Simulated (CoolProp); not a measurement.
Computed with CoolProp (reference Helmholtz-energy equation of state, Schroeder 2014).

Q: Give the vapour pressure (kPa), liquid density (kg/m³), vapour Z, liquid viscosity (µPa s) of saturated ethanol at 28.85 °C.

A: 
```json
[
 {"T (°C)": "28.85", "p (kPa)": "9.82", "liquid density (kg/m³)": "782", "vapour Z": "0.993", "liquid viscosity (µPa s)": "1000"}
]
```

Viscosity comes from a separate model (Kiselev 2005).
